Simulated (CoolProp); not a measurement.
The numbers come from the reference Helmholtz-energy equation of state, Thol 2021 in CoolProp.

Problem. Give the vapour pressure (MPa), liquid density (kg/m³), vapour density (kg/m³) of saturated chlorine at 326.5, 328.7 K.

Solution. 
```tsv
T (K)	p (MPa)	liquid density (kg/m³)	vapour density (kg/m³)
326.5	1.56	1300	49.1
328.7	1.64	1290	51.6
```
